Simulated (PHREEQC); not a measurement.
## Polishing slurry liquid (model solution)

Dissolve 0.011 mol/kgw HNO3, 0.00014 mol/kgw H4SiO4 and 5.5e-05 mol/kgw CO2 at 25 °C. Closed to the air; pH follows from the charge balance.

The numbers come from PHREEQC with the ion-association model, phreeqc.dat.

Each row changes one thing in this solution. Precipitation was switched off in this run.

| case | pH | HCO3- (mol/kgw) | (CO2)2 (mol/kgw) | SI of Quartz (SiO2) |
|---|---|---|---|---|
| as made | 2.00 | 2.72e-9 | 5.57e-11 | +0.13 |
| diluted 2-fold with water | (withheld) | 2.58e-9 | 1.39e-11 | (withheld) |
| 0.00028 mol/kgw Sr(NO3)2 added | 2.00 | 2.73e-9 | 5.57e-11 | +0.13 |
| CO2 from 5.5e-05 to 0.000275 mol/kgw | 2.00 | 1.36e-8 | 1.39e-9 | +0.13 |
| temperature from 25 to 75 °C | 2.00 | 2.97e-9 | 1.93e-10 | (withheld) |

Problem. Some entries are withheld; supply them.

Solution. 
- diluted 2-fold with water, pH: 2.29
- diluted 2-fold with water, SI of Quartz (SiO2): -0.17
- temperature from 25 to 75 °C, SI of Quartz (SiO2): -0.50

Some of these states are supersaturated (in Quartz (slow to form), for instance). Away from 25 °C the constants follow the database's enthalpies or fits; those with neither stay at their 25 °C values.
